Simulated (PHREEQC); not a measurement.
A solution holds 0.0015 mol/kgw LiBr, 0.0036 mol/kgw MgSO4 and 0.0012 mol/kgw H4SiO4, at 20 °C. Closed to the air; pH follows from the charge balance.

The numbers come from PHREEQC with the Pitzer model, pitzer.dat.

```csv
quantity,before,after
pH,6.43,6.52
H3SiO4- (mol/kgw),4.61e-7,3.75e-7
HSO4- (mol/kgw),6.93e-8,4.43e-8
MgOH+ (mol/kgw),6.27e-9,3.02e-9
SI of SiO2(a) (SiO2),-0.21,-0.12
SI of Epsomite (MgSO4:7H2O),-3.51,-3.41
```

Question: What was changed between the two runs?
A. temperature from 20 to 10 °C
B. LiBr from 0.0015 to 0.015 mol/kgw
C. temperature from 20 to 5 °C
D. LiBr from 0.0015 to 0.00075 mol/kgw
E. LiBr left out

Answer: A, temperature from 20 to 10 °C

Precipitation was switched off in this run. At this temperature some constants are extrapolated from 25 °C, and those without enthalpy data are left unchanged.
